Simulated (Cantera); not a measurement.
**Premixed flame**

A freely propagating, adiabatic, planar premixed flame of CO : H₂ : CH₄ : O₂ : N₂ = 1 : 0.3 : 0.28 : 1.1 : 4.14 (molar parts), unburnt at 675 K and 1.88 atm; multicomponent+Soret transport, grid criteria slope 0.08 and curve 0.16, no radiation.

Cantera simulation using GRI-Mech 3.0 (53 species, 325 reactions); the numbers are that mechanism's predictions, not measurements. Burning velocities carry a grid error of a few per cent, more on coarse grids.

```csv
z (mm),T (K),u (m/s),x CO,x H₂,x CH₄,x CH₂,x HCN,x NO
-0.505,675,2.55,0.147,0.0438,0.0411,<1e-8,<1e-8,<1e-8
-0.337,675,2.55,0.147,0.0433,0.0411,<1e-8,<1e-8,<1e-8
-0.252,675,2.55,0.147,0.0423,0.0411,<1e-8,<1e-8,<1e-8
-0.168,681,2.56,0.147,0.0394,0.0410,<1e-8,<1e-8,<1e-8
-0.0842,810,3.04,0.147,0.0325,0.0373,1.71e-7,1.20e-8,1.05e-7
-0.0421,1133,4.26,0.147,0.0289,0.0264,3.12e-6,9.05e-8,6.30e-7
0,1567,5.90,0.145,0.0237,0.00760,1.95e-5,3.69e-7,2.44e-6
0.0421,1787,6.70,0.129,0.0160,0.000544,4.57e-6,3.82e-7,6.06e-6
0.0842,1879,6.99,0.109,0.0131,1.84e-5,2.28e-7,1.40e-7,1.04e-5
0.168,1991,7.32,0.0886,0.0132,2.44e-8,<1e-8,1.17e-8,1.90e-5
0.337,2116,7.70,0.0774,0.0129,<1e-8,<1e-8,<1e-8,3.35e-5
0.673,2243,8.09,0.0710,0.0112,<1e-8,<1e-8,<1e-8,5.83e-5
1.35,2356,8.43,0.0639,0.00936,<1e-8,<1e-8,<1e-8,0.000105
```
x: mole fraction of selected species; z is measured from the peak of heat release.

- laminar burning velocity: 255 cm/s
- thermal thickness: 0.168 mm
- peak x(CH₂): 1.96e-5
- peak x(HCN): 4.58e-7
- grid points: 155
